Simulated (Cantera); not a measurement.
Input: 1 mol CsOH, 0.18 mol H2O, equilibrated at 1 atm.

Method: chemical equilibrium by Gibbs-energy minimisation in Cantera with the NASA 1993 tables (ideal gas, pure condensed phases). Candidate condensed phases: Cs, CsOH, H2O; 15 gas species. Rates play no part.

x: gas mole fraction; n: condensed amount in mol.

```
T (K)  x H2O   x CsOH  x Cs2(OH)2      x Cs  x O2  n CsOH(l)
-----  -----  -------  ----------  --------  ----  ---------
850    0.995  0.00305     0.00216  5.37e-11     …      0.999
950    0.971   0.0209     0.00765   4.72e-9     …      0.993
1050   0.884   0.0962      0.0199   1.76e-7     …      0.972
1150   0.628    0.330      0.0418   3.75e-6     …      0.881
1250   0.161    0.784      0.0552   6.00e-5     …          0
1350   0.155    0.826      0.0179  0.000210     …          0
1450   0.154    0.839     0.00639  0.000599     …          0
1550   0.153    0.842     0.00256   0.00147     …          0
1650   0.154    0.841     0.00114   0.00322     …          0
1750   0.155    0.836    0.000552   0.00640     …          0
1850   0.157    0.828    0.000287    0.0117     …          0
1950   0.159    0.814    0.000157    0.0200     …          0
2050   0.163    0.794     8.98e-5    0.0320     …          0
```

Question: Some entries are withheld; supply them.

Answer: 
- 850, x O2: 3.71e-9
- 950, x O2: 4.29e-8
- 1050, x O2: 3.18e-7
- 1150, x O2: 1.87e-6
- 1250, x O2: 1.55e-5
- 1350, x O2: 5.39e-5
- 1450, x O2: 0.000153
- 1550, x O2: 0.000373
- 1650, x O2: 0.000811
- 1750, x O2: 0.00160
- 1850, x O2: 0.00292
- 1950, x O2: 0.00496
- 2050, x O2: 0.00788
